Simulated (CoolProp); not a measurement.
Model: reference Helmholtz-energy equation of state, Gedanitz 2015, in CoolProp.

Q: Give the vapour pressure (MPa), enthalpy of vaporisation (kJ/kg), vapour Z of saturated cyclopentane at 261.4, 329.3 K.

A: 
```
T (K)  p (MPa)  enthalpy of vaporisation (kJ/kg)  vapour Z
-----  -------  --------------------------------  --------
261.4  0.00783                               431     0.995
329.3    0.126                               384     0.959
```
